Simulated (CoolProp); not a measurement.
The numbers come from the reference Helmholtz-energy equation of state, Bücker 2006 in CoolProp.

Give the vapour pressure (MPa), vapour density (kg/m³), liquid viscosity (µPa s) of saturated n-butane at 298 K.


```csv
T (K),p (MPa),vapour density (kg/m³),liquid viscosity (µPa s)
298,0.242,6.14,159
```

Viscosity comes from a separate model (Vogel 1999).
